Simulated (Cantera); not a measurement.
A closed system holds: 1 mol Si, 0.017 mol N₂O, 35 mol N₂, 0.041 mol H₂O, at 0.000320 bar.

Equilibrium computed with Cantera from the NASA thermochemical tables; the gas is ideal and each condensed phase is pure. Candidate condensed phases: H₂O, Si, SiO₂, Si₂N₂O, Si₃N₄; 35 gas species. Mutual solubility and eutectic melting of coexisting phases are not modelled. Kinetics and transport are ignored.

Question: Which condensed phases are stable at each of these points (T (°C)): 1200, 1250, 1300, 1350, 1400, 1450, 1500, 1550, 1600, 1650, 1700, 1750, 1800?

Answer: 
| T (°C) | condensed phases | Si condensed (%) |
|---|---|---|
| 1200 | Si₂N₂O(s) + Si₃N₄(s) | 97.9 |
| 1250 | Si₃N₄(s) | 94.1 |
| 1300 | Si₃N₄(s) | 93.8 |
| 1350 | Si(s) | 92.4 |
| 1400 | Si(s) | 89.3 |
| 1450 | Si(l) | 82.7 |
| 1500 | Si(l) | 69.4 |
| 1550 | Si(l) | 42.6 |
| 1600 | gas only | 0.0 |
| 1650 | gas only | 0.0 |
| 1700 | gas only | 0.0 |
| 1750 | gas only | 0.0 |
| 1800 | gas only | 0.0 |

At 1200 °C the condensed part is Si₂N₂O(s) + Si₃N₄(s). From 1250 °C to 1300 °C the condensed part is Si₃N₄(s). From 1350 °C to 1400 °C the condensed part is Si(s). From 1450 °C to 1550 °C the condensed part is Si(l). From 1600 °C to 1800 °C nothing is condensed.
